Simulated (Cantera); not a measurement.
Input (Python, Cantera):

```python
import numpy as np
import cantera as ct

gas = ct.Solution("gri30.yaml")
gas.TPX = 425, 240000, {'CH4': 1, 'CO': 0.15, 'O2': 2.59, 'N2': 11.4}
flame = ct.FreeFlame(gas, width=0.022)
flame.set_refine_criteria(ratio=3, slope=0.08, curve=0.16)
flame.transport_model = "mixture-averaged"
flame.solve(loglevel=0, auto=True)
z, T = flame.grid, flame.T
thick = (T[-1] - T[0]) / np.gradient(T, z).max()
show = ['CH4', 'CO', 'O2', 'CH2CO', 'OH', 'N2O']
print(f"laminar burning velocity  {flame.velocity[0] * 100:.3f} cm/s")
print(f"burnt temperature         {T[-1]:.1f} K")
print(f"thermal thickness         {thick * 1e3:.4f} mm")
print(f"grid points               {len(z)}")
z0 = z[flame.heat_release_rate.argmax()]
print(f"{'z/mm':>9s}{'T/K':>9s}{'u/(m/s)':>9s}" + "".join(f"{s:>11s}" for s in show))
rows = []
for k in (-3, -2, -1.5, -1, -0.5, -0.25, 0, 0.25, 0.5, 1, 2, 4, 8):
    zz = z0 + k * thick
    rows.append([k * thick, np.interp(zz, z, T), np.interp(zz, z, flame.velocity),
                 *(np.interp(zz, z, flame.X[gas.species_index(s)]) for s in show)])
    print(f"{rows[-1][0] * 1e3:9.3f}{rows[-1][1]:9.1f}{rows[-1][2]:9.3f}" + "".join(f"{x:11.3e}" for x in rows[-1][3:]))
```

Output:

```
laminar burning velocity  25.968 cm/s
burnt temperature         1957.6 K
thermal thickness         0.3182 mm
grid points               134
     z/mm      T/K  u/(m/s)        CH4         CO         O2      CH2CO         OH        N2O
   -0.955    425.6    0.260  6.598e-02  9.908e-03  1.710e-01  1.587e-09  5.051e-13  1.154e-11
   -0.636    431.1    0.264  6.560e-02  9.956e-03  1.705e-01  3.582e-08  5.934e-11  2.106e-10
   -0.477    448.3    0.275  6.459e-02  1.014e-02  1.693e-01  2.186e-07  9.258e-10  1.118e-09
   -0.318    538.1    0.331  5.971e-02  1.124e-02  1.628e-01  2.199e-06  3.534e-08  9.076e-09
   -0.159    911.5    0.564  4.007e-02  1.697e-02  1.319e-01  2.168e-05  4.283e-06  7.055e-08
   -0.080   1257.2    0.779  2.149e-02  2.302e-02  9.960e-02  5.502e-05  6.769e-05  1.574e-07
    0.000   1602.5    0.993  4.054e-03  2.651e-02  6.319e-02  5.459e-05  1.100e-03  3.047e-07
    0.080   1749.9    1.078  1.247e-04  1.795e-02  4.559e-02  3.574e-06  3.365e-03  4.926e-07
    0.159   1812.1    1.112  2.205e-06  1.070e-02  4.055e-02  7.250e-08  3.884e-03  6.109e-07
    0.318   1876.9    1.147  1.347e-09  5.161e-03  3.722e-02  5.361e-11  3.504e-03  7.153e-07
    0.636   1924.3    1.173  1.932e-14  2.232e-03  3.539e-02  1.272e-15  2.529e-03  7.533e-07
    1.273   1947.9    1.186  4.549e-17  8.329e-04  3.468e-02  1.274e-18  1.595e-03  5.542e-07
    2.546   1956.2    1.190  8.512e-18  3.329e-04  3.449e-02  1.617e-19  1.089e-03  2.948e-07
```

Cantera simulation using GRI-Mech 3.0 (53 species, 325 reactions); the numbers are that mechanism's predictions, not measurements. Burning velocities carry a grid error of a few per cent, more on coarse grids.
